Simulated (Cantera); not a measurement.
A diamond (100) surface in a fixed gas of H2 with x(CH4) = 0.018, x(CH3) = 2.3e-05, at 1223 K, 0.0661 atm; coverages are run to steady state.

Model: the Harris–Goodwin 1993 mechanism for the reconstructed diamond (100) surface, integrated in Cantera.

θ: site fractions in the mechanism's names (c6HH fully hydrogenated, c6H* and c6*H radical sites, c6** diradical, c6HM methylated).

| x(H) | growth (µm/h) | θ c6HH | θ c6H* | θ c6*H | θ c6** | θ c6HM |
|---|---|---|---|---|---|---|
| 0.0001 | 0.0219 | 0.625 | 0.0279 | 0.341 | 0.00498 | 0.000168 |
| 0.00021 | 0.0523 | 0.542 | 0.0337 | 0.413 | 0.0103 | 0.000221 |
| 0.00045 | 0.104 | 0.486 | 0.0374 | 0.459 | 0.0173 | 0.000268 |
| 0.00097 | 0.183 | 0.454 | 0.0394 | 0.482 | 0.0241 | 0.000298 |
| 0.0021 | 0.307 | 0.437 | 0.0403 | 0.493 | 0.0290 | 0.000302 |
| 0.0044 | ___ | 0.429 | 0.0407 | 0.498 | 0.0318 | 0.000278 |
| 0.0094 | 0.769 | 0.425 | 0.0410 | 0.500 | 0.0334 | 0.000225 |
| 0.02 | 1.09 | 0.423 | 0.0412 | 0.501 | 0.0342 | 0.000159 |
| 0.043 | ___ | 0.422 | 0.0416 | 0.501 | 0.0347 | ___ |

Task: What belongs in the gaps?

Result: 
- 0.0044, growth (µm/h): 0.495
- 0.043, growth (µm/h): 1.38
- 0.043, θ c6HM: 9.63e-5
